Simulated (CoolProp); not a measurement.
Computed with CoolProp (reference Helmholtz-energy equation of state, Thol 2022).

Question: Give the vapour pressure (bar), liquid density (kg/m³), vapour density (kg/m³), enthalpy of vaporisation (kJ/kg) of saturated vinyl chloride at 241.3, 250.2, 256 K.

Answer: 
| T (K) | p (bar) | liquid density (kg/m³) | vapour density (kg/m³) | enthalpy of vaporisation (kJ/kg) |
|---|---|---|---|---|
| 241.3 | 0.454 | 1000 | 1.44 | 370 |
| 250.2 | 0.688 | 986 | 2.11 | 363 |
| 256 | 0.885 | 976 | 2.67 | 358 |
